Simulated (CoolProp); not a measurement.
The fluid at 293.15 K and 0.272 MPa expands adiabatically to 0.0581 MPa with isentropic efficiency 0.8. The same conditions are run with several fluids, on thermodynamics alone (safety and materials aside).

Values from CoolProp's reference Helmholtz-energy equation of state of each fluid (R227EA: Lemmon 2016; hydrogen chloride: Thol 2018; R410A: Lemmon 2003; R125: Lemmon 2005; R407C: Lemmon 2003). Blends and air are pseudo-pure fits.

Q: Rank R227EA, hydrogen chloride, R410A, R125, R407C by work (kJ/kg), highest first.

A: hydrogen chloride (65.7), R410A (35.9), R407C (30.6), R125 (22.6), R227EA (16.0)

```
fluid              final temperature (K)  final density (kg/m³)
-----------------  ---------------------  ---------------------
R227EA                             268.2                   4.54
hydrogen chloride                  208.8                   1.23
R410A                              242.2                   2.13
R125                               260.0                   3.27
R407C                              249.5                   2.46
```
